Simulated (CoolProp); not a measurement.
Dry air along the isobar 4.39 MPa: density (kg/m³) from the reference equation and from simpler models built on Tc = 132.5 K, pc = 3.786 MPa, ω = 0.034; each cubic takes its own stable root.

The numbers come from the reference Helmholtz-energy equation of state, Lemmon 2000 in CoolProp. It is a pseudo-pure fit of the blend.

```json
[
 {"T (K)": "78.7", "phase": "liquid", "reference": "886.1"},
 {"T (K)": "100.2", "phase": "liquid", "reference": "784.9"},
 {"T (K)": "121.8", "phase": "liquid", "reference": "643.1"},
 {"T (K)": "143.3", "phase": "supercritical", "reference": "182.6"},
 {"T (K)": "164.9", "phase": "supercritical", "reference": "118.1"},
 {"T (K)": "186.5", "phase": "supercritical", "reference": "94.33"},
 {"T (K)": "208", "phase": "supercritical", "reference": "80.23"},
 {"T (K)": "229.6", "phase": "supercritical", "reference": "70.40"},
 {"T (K)": "251.1", "phase": "supercritical", "reference": "63.07"},
 {"T (K)": "272.7", "phase": "supercritical", "reference": "57.26"},
 {"T (K)": "294.2", "phase": "supercritical", "reference": "52.56"},
 {"T (K)": "315.8", "phase": "supercritical", "reference": "48.61"},
 {"T (K)": "337.3", "phase": "supercritical", "reference": "45.27"},
 {"T (K)": "358.9", "phase": "supercritical", "reference": "42.38"},
 {"T (K)": "380.4", "phase": "supercritical", "reference": "39.87"}
]
```

### Question
How far does each simpler model (Redlich-Kwong, Peng-Robinson) lie from the reference over these 15 states: mean and median of the absolute difference, and the worst?

### Answer
- Redlich-Kwong: mean 1.1 %, median 0.7 %, worst -4.1 % at 121.8 K and 4.39 MPa
- Peng-Robinson: mean 3.8 %, median 1.6 %, worst +15.9 % at 78.7 K and 4.39 MPa
